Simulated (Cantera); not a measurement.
A Cantera script and its output.

```python
import numpy as np
import cantera as ct

gas = ct.Solution("gri30.yaml")
gas.TPX = 1325, 1800000, {'CH2O': 0.003, 'O2': 0.005, 'N2': 1}
reactor = ct.IdealGasConstPressureReactor(gas, energy="off", clone=False)
net = ct.ReactorNet([reactor])
net.rtol, net.atol = 1e-08, 1e-18
show = ['CH2O', 'O2', 'CH3', 'CH2CO', 'N2O', 'CO2', 'HCO']
times = np.geomspace(3e-05, 7, 10)

steps = ct.SolutionArray(gas, extra=["t"])
rows = []
print(f"{'t/s':>10s}{'T/K':>9s}{'P/Pa':>11s}" + "".join(f"{s:>11s}" for s in show))
for t in times:
    while net.time < t:
        t_next = net.step()
        steps.append(gas.state, t=t_next)
    rows.append([np.interp(t, steps.t, y) for y in (steps.T, steps.P, *steps(*show).X.T)])
    print(f"{t:10.3e}{rows[-1][0]:9.1f}{rows[-1][1]:11.4g}" + "".join(f"{x:11.3e}" for x in rows[-1][2:]))
rate = np.gradient(steps.T, steps.t)
print("integrator steps:", len(steps.t))
if steps.T.max() > steps.T[0] + 200:
    print(f"time of steepest temperature rise: {steps.t[rate.argmax()]:.4e} s")
gas.TPX = 1325, 1800000, {'CH2O': 0.003, 'O2': 0.005, 'N2': 1}
gas.equilibrate("TP")
print(f"equilibrium (TP): T = {gas.T:.1f} K  " + "  ".join(f"{s} {gas[s].X[0]:.3e}" for s in show))
```

Result:

```
       t/s      T/K       P/Pa       CH2O         O2        CH3      CH2CO        N2O        CO2        HCO
 3.000e-05   1325.0    1.8e+06  2.887e-03  4.936e-03  1.306e-10  1.084e-12  2.206e-10  2.324e-08  2.081e-07
 1.185e-04   1325.0    1.8e+06  1.116e-04  4.272e-03  1.235e-09  9.647e-10  2.051e-08  5.862e-05  1.725e-07
 4.677e-04   1325.0    1.8e+06  2.329e-10  3.282e-03  5.628e-11  1.709e-11  4.000e-07  5.892e-04  3.384e-10
 1.847e-03   1325.0    1.8e+06  1.310e-11  2.905e-03  1.734e-12  6.603e-13  9.024e-07  1.147e-03  6.731e-11
 7.293e-03   1325.0    1.8e+06  1.158e-12  2.430e-03  2.898e-16  1.015e-16  1.771e-06  2.083e-03  1.601e-11
 2.880e-02   1325.0    1.8e+06  7.913e-15  2.036e-03  3.294e-23  1.164e-23  2.010e-06  2.870e-03  2.708e-13
 1.137e-01   1325.0    1.8e+06  8.452e-20  1.984e-03  5.900e-24  8.189e-27  4.435e-07  2.976e-03  1.125e-17
 4.490e-01   1325.0    1.8e+06 -3.192e-19  1.984e-03 -2.843e-19 -1.304e-25  1.747e-08  2.976e-03  5.215e-21
 1.773e+00   1325.0    1.8e+06  7.058e-23  1.984e-03  2.215e-26  2.476e-29  1.588e-08  2.976e-03  4.522e-21
 7.000e+00   1325.0    1.8e+06  7.057e-23  1.984e-03  2.217e-26  2.266e-29  1.588e-08  2.976e-03  4.522e-21
integrator steps: 1839
equilibrium (TP): T = 1325.0 K  CH2O 7.134e-23  O2 1.959e-03  CH3 3.322e-35  CH2CO 1.437e-39  N2O 1.578e-08  CO2 2.976e-03  HCO 4.567e-21
```

Detailed kinetics in Cantera: GRI-Mech 3.0 (53 species, 325 reactions). The pressure lies above the range GRI-Mech 3.0 was tuned for (to about 10 atm).
